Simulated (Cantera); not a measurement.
## trisilylamine + NH3 + H2 (silicon nitride deposition)

A closed system holds: 1 mol trisilylamine, a varied amount of NH3, 3.4 mol H2, at 1350 K and 35.0 Pa.

Method: chemical equilibrium by Gibbs-energy minimisation in Cantera with the NASA 1993 tables (ideal gas, pure condensed phases). Candidate condensed phases: Si, Si3N4; 18 gas species. The feed counts by its element totals alone. Mutual solubility and eutectic melting of coexisting phases are not modelled. The numbers say what is thermodynamically allowed, not how fast it happens.

```json
[
 {"n(NH3) (mol)": "1.9", "x H2": "0.995", "x N2": "0.00506", "x H": "0.000127", "x Si": "5.70e-7", "n Si(s)": "0.907", "n Si3N4(s)": "0.698"},
 {"n(NH3) (mol)": "2.3", "x H2": "0.995", "x N2": "0.00506", "x H": "0.000127", "x Si": "5.70e-7", "n Si(s)": "0.611", "n Si3N4(s)": "0.796"},
 {"n(NH3) (mol)": "2.8", "x H2": "0.995", "x N2": "0.00506", "x H": "0.000127", "x Si": "5.70e-7", "n Si(s)": "0.242", "n Si3N4(s)": "0.919"},
 {"n(NH3) (mol)": "3.4", "x H2": "0.985", "x N2": "0.0152", "x H": "0.000126", "x Si": "2.74e-7", "n Si(s)": "0", "n Si3N4(s)": "1.000"},
 {"n(NH3) (mol)": "4.1", "x H2": "0.962", "x N2": "0.0377", "x H": "0.000125", "x Si": "1.49e-7", "n Si(s)": "0", "n Si3N4(s)": "1.000"},
 {"n(NH3) (mol)": "5", "x H2": "0.939", "x N2": "0.0610", "x H": "0.000123", "x Si": "1.08e-7", "n Si(s)": "0", "n Si3N4(s)": "1.000"},
 {"n(NH3) (mol)": "6.1", "x H2": "0.917", "x N2": "0.0833", "x H": "0.000122", "x Si": "8.80e-8", "n Si(s)": "0", "n Si3N4(s)": "1.000"},
 {"n(NH3) (mol)": "7.5", "x H2": "0.895", "x N2": "0.105", "x H": "0.000120", "x Si": "7.54e-8", "n Si(s)": "0", "n Si3N4(s)": "1.000"},
 {"n(NH3) (mol)": "9.1", "x H2": "0.876", "x N2": "0.124", "x H": "0.000119", "x Si": "6.75e-8", "n Si(s)": "0", "n Si3N4(s)": "1.000"},
 {"n(NH3) (mol)": "11", "x H2": "0.859", "x N2": "0.141", "x H": "0.000118", "x Si": "6.20e-8", "n Si(s)": "0", "n Si3N4(s)": "1.000"},
 {"n(NH3) (mol)": "13", "x H2": "0.846", "x N2": "0.154", "x H": "0.000117", "x Si": "5.84e-8", "n Si(s)": "0", "n Si3N4(s)": "1.000"},
 {"n(NH3) (mol)": "16", "x H2": "0.831", "x N2": "0.169", "x H": "0.000116", "x Si": "5.49e-8", "n Si(s)": "0", "n Si3N4(s)": "1.000"},
 {"n(NH3) (mol)": "20", "x H2": "0.817", "x N2": "0.183", "x H": "0.000115", "x Si": "5.20e-8", "n Si(s)": "0", "n Si3N4(s)": "1.000"}
]
```
x: gas mole fraction; n: condensed amount in mol.

From 1.9 mol NH3 to 2.8 mol NH3 the condensed part is Si(s) + Si3N4(s). From 3.4 mol NH3 to 20 mol NH3 the condensed part is Si3N4(s). The main Si-bearing gas is Si throughout.
